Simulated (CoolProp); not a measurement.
Vapour-liquid equilibrium of acetone (1) + benzene (2) at 1.98 bar; x and y are mole fractions of (1).

Computed with CoolProp (multi-fluid Helmholtz-energy mixture model, Lemmon 2006 and Thol 2012; pair parameters Bell 2016).

```tsv
x	bubble temperature, mixture model (°C)	bubble temperature, Raoult's law (°C)	y, mixture model	y, Raoult's law
0.05	100.5	101.6	0.119	0.098
0.2	93.6	96.3	0.370	0.342
0.35	88.8	91.8	0.537	0.530
0.5	85.2	87.7	0.664	0.678
0.65	82.3	84.2	0.771	0.797
0.8	79.9	80.9	0.871	0.895
0.95	77.8	78.0	0.967	0.976
```

The largest gap from Raoult's law is -3.0 K in bubble temperature, at x = 0.35. No azeotrope shows between x = 0.05 and 0.95.

Pair parameters are fitted to limited data, so mixtures are less certain than the pure fluids.
